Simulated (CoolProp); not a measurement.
A single-stage vapour-compression cycle with R410A: evaporating at 258.15 K (dew point), condensing at 291.15 K (bubble point), superheat 5 K, subcooling 5 K, compressor efficiency 0.75, no pressure losses. Each further row changes one setting.

The numbers come from the reference Helmholtz-energy equation of state, Lemmon 2003 in CoolProp. It is a pseudo-pure fit of the blend.

```tsv
case	cooling COP	pressure ratio	discharge temperature (K)	refrigerating effect (kJ/kg)	volumetric capacity (kJ/m³)
as stated	[?]	2.85	321.7	201	3590
evaporating temperature 263.15 K	6.20	[?]	317.2	203	[?]
condensing temperature 286.15 K	[?]	2.47	[?]	209	3730
subcooling 10 K	5.26	2.85	321.7	209	3730
superheat 15 K	5.01	2.85	[?]	[?]	3560
compressor efficiency 0.65	[?]	2.85	327.5	201	3590
```

Task: Some entries are withheld; supply them.

Result: 
- as stated, cooling COP: 5.06
- evaporating temperature 263.15 K, pressure ratio: 2.39
- evaporating temperature 263.15 K, volumetric capacity (kJ/m³): 4310
- condensing temperature 286.15 K, cooling COP: 6.13
- condensing temperature 286.15 K, discharge temperature (K): 313.4
- superheat 15 K, discharge temperature (K): 333.0
- superheat 15 K, refrigerating effect (kJ/kg): 210
- compressor efficiency 0.65, cooling COP: 4.39
